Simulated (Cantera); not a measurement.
A perfectly stirred reactor is fed with CH4 : H2 : N2 = 0.0039 : 1 : 0.0005 (molar parts), at 0.0267 bar; it is held at 1798 K, and followed from long to short residence time.

Cantera simulation using GRI-Mech 3.0 (53 species, 325 reactions); the numbers are that mechanism's predictions, not measurements. GRI-Mech 3.0 stops at C3 and has no aromatics, soot or wall deposition, so with more carbon than oxygen in the feed, carbon stays in small species such as C2H2 where larger ones or solid carbon would form. Radical loss at walls, strong at low pressure, is not modelled.

**Question.** What does this change do: H2 1 to 0.21 parts?

**Answer.** 
```csv
quantity,before,after
x(CH4) at τ = 2.40 s,0.00164,0.00410
x(H2) at τ = 2.40 s,0.995,0.985
x(C2H2) at τ = 2.40 s,0.00108,0.00682
x(HCN) at τ = 2.40 s,2.61e-9,3.53e-8
x(CH3) at τ = 2.40 s,6.63e-5,0.000167
x(CH4) at τ = 56.0 ms,0.00378,0.0155
x(H2) at τ = 56.0 ms,0.995,0.979
x(C2H2) at τ = 56.0 ms,2.01e-5,0.00109
x(HCN) at τ = 56.0 ms,6.24e-12,7.71e-10
x(CH3) at τ = 56.0 ms,5.87e-5,0.000437
```
